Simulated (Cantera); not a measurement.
An isothermal, constant-pressure homogeneous reactor starts with 0.552 % C2H6, 99.4 % N2, at 1348 K and 100.0 Torr.

Model: GRI-Mech 3.0 (53 species, 325 reactions), integrated in Cantera. GRI-Mech 3.0 stops at C3 and has no aromatics, soot or wall deposition, so with more carbon than oxygen in the feed, carbon stays in small species such as C2H2 where larger ones or solid carbon would form.

One state of this run: x C2H6 = 0.00517; x C2H2 = 1.32e-6; x HCN = 1.42e-8; x H2 = 0.000244; x C2H = 2.31e-11. x: mole fraction; the columns are a selection and need not sum to one.

Q: Which value of t (s) does it belong to?
A. 0.000241
B. 1.92
C. 0.319
D. 0.00145

A: D, 0.00145
